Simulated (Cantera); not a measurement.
Source: NASA polynomial tables (part measured, part estimated), evaluated in Cantera. Values are per mole of reaction as written; species without (g) are pure solids or liquids, kept so even where they would boil at 1 bar.

0.8 Ta + O₂(g) = 0.4 Ta₂O₅

```tsv
T (K)	ΔH° (kJ)	ΔS° (J/K)	ΔG° (kJ)	log10 K
2648	-725.5	-124.4	-396.0	7.81
2698	___	___	___	___
2748	-722.6	-123.3	-383.6	7.29
2798	___	___	___	___
2848	-719.8	-122.4	-371.4	6.81
```

Some entries are withheld; supply them.


- 2698, ΔH° (kJ): -724.0
- 2698, ΔS° (J/K): -123.9
- 2698, ΔG° (kJ): -389.8
- 2698, log10 K: 7.55
- 2798, ΔH° (kJ): -721.2
- 2798, ΔS° (J/K): -122.8
- 2798, ΔG° (kJ): -377.5
- 2798, log10 K: 7.05
